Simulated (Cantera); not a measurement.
# Adiabatic ignition

An adiabatic, constant-volume homogeneous reactor starts with 21.2 % CO, 0.828 % H₂, 3.82 % CH₄, 15.6 % O₂, 58.6 % N₂, equivalence ratio 1.2, at 1275 K and 1200000 Pa.

Cantera simulation using GRI-Mech 3.0 (53 species, 325 reactions); the numbers are that mechanism's predictions, not measurements. The pressure lies above the range GRI-Mech 3.0 was tuned for (to about 10 atm). Above 3000 K some thermodynamic fits are extrapolated.

| t (s) | T (K) | P (bar) | x CO | x H₂ | x CH₄ | x H₂O | x HCO | x H₂O₂ | x C₂H₄ |
|---|---|---|---|---|---|---|---|---|---|
| 4.00e-6 | 1275 | 12.0 | 0.212 | 0.00828 | 0.0382 | 3.29e-7 | 9.51e-12 | 1.61e-9 | 8.61e-12 |
| 1.32e-5 | 1275 | 12.0 | 0.212 | 0.00828 | 0.0382 | 2.24e-6 | 2.99e-11 | 1.36e-8 | 6.64e-10 |
| 4.34e-5 | 1275 | 12.0 | 0.212 | 0.00826 | 0.0382 | 3.35e-5 | 2.63e-10 | 1.55e-7 | 1.05e-7 |
| 0.000143 | 1287 | 12.1 | 0.212 | 0.00814 | 0.0374 | 0.000729 | 6.29e-9 | 1.42e-6 | 1.66e-5 |
| 0.000470 | 3086 | 27.6 | 0.109 | 0.00691 | <1e-12 | 0.0742 | 6.86e-7 | 9.38e-7 | <1e-12 |
| 0.00155 | 3086 | 27.6 | 0.109 | 0.00691 | <1e-12 | 0.0742 | 6.86e-7 | 9.37e-7 | <1e-12 |
| 0.00510 | 3086 | 27.6 | 0.109 | 0.00691 | <1e-12 | 0.0742 | 6.86e-7 | 9.37e-7 | <1e-12 |
| 0.0168 | 3086 | 27.6 | 0.109 | 0.00691 | <1e-12 | 0.0742 | 6.86e-7 | 9.37e-7 | <1e-12 |
| 0.0553 | 3086 | 27.6 | 0.109 | 0.00691 | <1e-12 | 0.0742 | 6.86e-7 | 9.37e-7 | <1e-12 |
| 0.182 | 3086 | 27.6 | 0.109 | 0.00691 | <1e-12 | 0.0742 | 6.86e-7 | 9.37e-7 | <1e-12 |
| 0.600 | 3086 | 27.6 | 0.109 | 0.00691 | <1e-12 | 0.0742 | 6.86e-7 | 9.37e-7 | <1e-12 |
x: mole fraction; the columns are a selection and need not sum to one.

The time of steepest temperature rise is 0.315 ms, the temperature at 0.600 s is 3086 K and the equilibrium temperature is 3086 K. The x(CO) at 0.600 s is 0.109 (gas-phase equilibrium 0.109). The x(H₂) at 0.600 s is 0.00691 (gas-phase equilibrium 0.00691). The x(CH₄) at 0.600 s comes out as <1e-12 (gas-phase equilibrium <1e-12).
